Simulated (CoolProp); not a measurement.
Vapour-liquid equilibrium of CHF3 (R23) (1) + R125 (2) at 216.1 K; x and y are mole fractions of (1).

Computed with CoolProp (multi-fluid Helmholtz-energy mixture model, Penoncello 2003 and Lemmon 2005; pair parameters Bell 2016).

| x | bubble pressure (MPa) | y at the bubble point | dew pressure at overall composition x (MPa) | liquid density (mol/L) |
|---|---|---|---|---|
| 0.05 | 0.07740 | ___ | 0.06663 | 13.11 |
| 0.125 | 0.09839 | 0.422 | 0.07126 | 13.46 |
| 0.2 | 0.1200 | 0.563 | 0.07658 | 13.84 |
| 0.275 | 0.1419 | 0.662 | 0.08277 | ___ |
| 0.35 | 0.1641 | 0.735 | 0.09004 | 14.64 |
| 0.425 | ___ | 0.791 | 0.09872 | 15.06 |
| 0.5 | 0.2082 | 0.836 | 0.1092 | 15.51 |
| 0.575 | 0.2302 | 0.872 | 0.1223 | 15.99 |
| 0.65 | 0.2521 | 0.902 | 0.1389 | ___ |
| 0.725 | ___ | 0.927 | 0.1606 | 17.01 |
| 0.8 | 0.2958 | 0.950 | 0.1902 | 17.57 |
| 0.875 | 0.3179 | 0.970 | 0.2325 | 18.16 |
| 0.95 | 0.3403 | 0.988 | 0.2958 | 18.78 |

**Question.** What belongs in the gaps?

**Answer.** 
- 0.05, y at the bubble point: 0.211
- 0.275, liquid density (mol/L): 14.23
- 0.425, bubble pressure (MPa): 0.1862
- 0.65, liquid density (mol/L): 16.48
- 0.725, bubble pressure (MPa): 0.2739

No azeotrope shows between x = 0.05 and 0.95.

Pair parameters are fitted to limited data, so mixtures are less certain than the pure fluids.
